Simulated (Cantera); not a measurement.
**Thermodynamics of thermal oxidation and active oxidation of silicon, feed Si + CO₂ + H₂ + H₂O**

Input: 1 mol Si, 3.3 mol CO₂, 170 mol H₂, 1.8 mol H₂O, equilibrated at 1202 °C.

Equilibrium computed with Cantera from the NASA thermochemical tables; the gas is ideal and each condensed phase is pure. Candidate condensed phases: C, C₆H₆, C₇H₈, C₈H₁₈, H₂O, Si, SiC, SiO₂; 123 gas species. The tables hold silica as quartz up to 1696 K and as liquid above; real silica turns to tridymite and cristobalite and melts near 1996 K. Gases not in the tables: Si(OH)₄. The numbers say what is thermodynamically allowed, not how fast it happens.

```
P (Pa)    x H₂   x H₂O    x CO       x H    x SiO     x CH₄     x CO₂  n SiO₂(β-quartz)
-------  -----  ------  ------  --------  -------  --------  --------  ----------------
0.100    0.940  0.0229  0.0184    0.0126  0.00564    <1e-12  0.000181                 0
2.50     0.958  0.0191  0.0186   0.00254  0.00164    <1e-12  0.000150             0.711
63       0.963  0.0176  0.0187  0.000507  7.12e-5  2.25e-12  0.000138             0.988
1600     0.963  0.0176  0.0187  0.000101  2.82e-6   1.46e-9  0.000137             1.000
40000    0.964  0.0176  0.0187   2.01e-5  1.13e-7   9.14e-7  0.000137             1.000
1000000  0.963  0.0181  0.0182   4.02e-6  4.36e-9  0.000538  0.000138             1.000
```
x: gas mole fraction; n: condensed amount in mol.

At 0.100 Pa nothing is condensed. From 2.50 Pa to 1000000 Pa the condensed part is SiO₂(β-quartz).
